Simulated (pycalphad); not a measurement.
**Effect of Si content in Ti-Si-V**

CALPHAD calculation (pycalphad, COST 507 light-alloy database (1999)), 1 atm. These are 1990s assessments: newer ones move some temperatures and phases. The system is extrapolated from its subsystems; higher-order compounds may be missing. Amounts are mole fractions of atoms. Diffusion is slow at the low end, where real alloys seldom reach equilibrium.

```tsv
alloy	liquidus (K)	first solid	solidus (K)	phases at 675 K
Ti-0.6Si-4.72V (at.%)	1915	BCC_A2	1855	HCP_A3 0.93, BCC_A2 0.05, SITI3 0.01
Ti-1.2Si-4.72V (at.%)	1904	BCC_A2	1799	HCP_A3 0.91, BCC_A2 0.05, SITI3 0.04
Ti-2.4Si-4.72V (at.%)	1883	BCC_A2	1724	HCP_A3 0.86, SITI3 0.09, BCC_A2 0.06
Ti-4.8Si-4.72V (at.%)	1836	BCC_A2	1636	HCP_A3 0.76, SITI3 0.18, BCC_A2 0.06
```

Database names, with the compositions (at.%) that they take in these runs: SITI3: Ti 75 Si 25. BCC_A2 is bcc; HCP_A3 is hcp.
